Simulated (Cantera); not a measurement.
A freely propagating, adiabatic, planar premixed flame of H2 : O2 : N2 = 1 : 0.735 : 2.76 (molar parts), equivalence ratio 0.68, unburnt at 450 K and 1.00 bar; mixture-averaged transport, grid criteria slope 0.08 and curve 0.16, no radiation.

Computed with Cantera and the H2/O2 subset of GRI-Mech 3.0, which has no nitrogen chemistry. Burning velocities carry a grid error of a few per cent, more on coarse grids. Lean hydrogen flames are cellular in practice and burn faster than this planar one.

**Question.** What does this change do: 0.25 parts H2O added?

**Answer.** 
| quantity | before | after |
|---|---|---|
| laminar burning velocity | 269 cm/s | 216 cm/s |
| thermal thickness | 0.386 mm | 0.371 mm |
| peak x(H) | 0.0211 | 0.0146 |
| peak x(O) | 0.0103 | 0.00713 |
| peak x(HO2) | 0.000386 | 0.000437 |

**Question.** What does this change do: N2 2.76 to 2.2 parts?

**Answer.** 
```csv
quantity,before,after
laminar burning velocity,269 cm/s,369 cm/s
thermal thickness,0.386 mm,0.364 mm
peak x(H),0.0211,0.0305
peak x(O),0.0103,0.0149
peak x(HO2),0.000386,0.000456
```
